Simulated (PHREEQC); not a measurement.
Dissolve 61 mmol/kgw NH3, 2.5 mmol/kgw K2SiO3 and 0.044 mmol/kgw (CH3)4NCl at 20 °C. Closed to the air; pH follows from the charge balance.

Computed with PHREEQC (ion-association model, phreeqc.dat).

Each row changes one thing in this solution. No solid was allowed to form.

| case | pH | ionic strength (mol/kgw) | H2SiO4-2 (mol/kgw) | H4SiO4 (mol/kgw) | SI of Quartz (SiO2) |
|---|---|---|---|---|---|
| as made | 11.59 | 0.00552 | 5.75e-5 | 4.57e-5 | -0.28 |
| temperature from 20 to 65 °C | 10.36 | 0.00551 | 3.49e-5 | 0.000208 | -0.22 |
| (CH3)4NCl left out | 11.59 | 0.00548 | 5.75e-5 | 4.57e-5 | -0.28 |
| (CH3)4NCl from 4.4e-05 to 8.8e-06 mol/kgw | 11.59 | 0.00549 | 5.75e-5 | 4.57e-5 | -0.28 |
| K2SiO3 from 0.0025 to 0.00225 mol/kgw | 11.56 | 0.00504 | 4.77e-5 | 4.44e-5 | -0.30 |
| (CH3)4NCl from 4.4e-05 to 6.6e-05 mol/kgw | 11.59 | 0.00554 | 5.75e-5 | 4.57e-5 | -0.28 |

Species that the database lacks are ignored. (CH3)4N+ isn't in the database: it is added as a free cation with an ion size of 4 Å. Constants without temperature data keep their 25 °C values here.
